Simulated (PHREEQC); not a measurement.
Dissolve 0.19 mol/kgw HNO3 and 0.00024 mol/kgw CO2 at 50 °C. Closed to the air; pH follows from the charge balance.

Model: ion-association model, phreeqc.dat, run in PHREEQC.

Each row changes one thing in this solution. Precipitation was switched off in this run.

```csv
case,pH,ionic strength (mol/kgw),(CO2)2 (mol/kgw),HCO3- (mol/kgw)
as made,0.82,0.190,2.26e-9,1.16e-9
HNO3 replaced by Cd(NO3)2 at the same molality,4.69,0.534,2.02e-9,9.19e-6
CO2 replaced by Li2CO3 at the same molality,0.82,0.190,2.26e-9,1.16e-9
CO2 from 0.00024 to 0.00048 mol/kgw,0.82,0.190,9.04e-9,2.31e-9
HNO3 replaced by Ca(NO3)2 at the same molality,4.80,0.570,2.06e-9,1.21e-5
0.012 mol/kgw ZnCl2 added,0.83,0.225,2.28e-9,1.19e-9
diluted 2-fold with water,1.11,0.0950,5.53e-10,1.04e-9
HNO3 left out,4.96,1.09e-5,1.97e-9,1.09e-5
```

Some of these states are supersaturated (in Otavite, for instance). Away from 25 °C the constants follow the database's enthalpies or fits; those with neither stay at their 25 °C values.
